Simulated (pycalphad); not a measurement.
An equivalent pycalphad script:

```python
from pycalphad import Database, equilibrium, calculate, variables as v
import numpy as np
db = Database('COST507.tdb')
comps = ['SN', 'SI', 'VA']
phases = ['BCT_A5', 'DIAMOND_A4', 'LIQUID']
eq = equilibrium(db, comps, phases, {v.X('SI'): 0.2065, v.T: np.arange(2350, 499, -50), v.P: 101325, v.N: 1}, output=['HM', 'SM'])
```

All values are pycalphad results on the COST 507 light-alloy database (1999) (1 atm), not direct measurements. These are 1990s assessments: newer ones move some temperatures and phases. Phase fractions are per mole of atoms.

Results at three of the temperatures:

```
T = 1800.00 K, P = 101325 Pa, N = 1 mol of atoms
G = -146576 J/mol, H = 62167 J/mol, S = 115.97 J/(mol K)  (SER reference)
chemical potentials (J/mol): Sn -162072, Si -87034
phase             fraction      x(Sn)      x(Si)
LIQUID              1.0000     0.7935     0.2065
```

```
T = 1050.00 K, P = 101325 Pa, N = 1 mol of atoms
G = -68431 J/mol, H = 26798 J/mol, S = 90.69 J/(mol K)  (SER reference)
chemical potentials (J/mol): Sn -77709, Si -32780
phase             fraction      x(Sn)      x(Si)
LIQUID              0.7979     0.9945     0.0055
DIAMOND_A4          0.2021   4.29e-07     1.0000
```

```
T = 550.00 K, P = 101325 Pa, N = 1 mol of atoms
G = -27254 J/mol, H = 12523 J/mol, S = 72.32 J/(mol K)  (SER reference)
chemical potentials (J/mol): Sn -31177, Si -12177
phase             fraction      x(Sn)      x(Si)
LIQUID              0.7935     1.0000   1.68e-06
DIAMOND_A4          0.2065   2.48e-07     1.0000
```

Changes of the phase set, refined by bisection:

```
T (°C)         phases above         phases below
------  -------------------  -------------------
1253.4               LIQUID  DIAMOND_A4 + LIQUID
231.9   DIAMOND_A4 + LIQUID  BCT_A5 + DIAMOND_A4
```

DIAMOND_A4 is diamond (Si); BCT_A5 is bct (Sn).
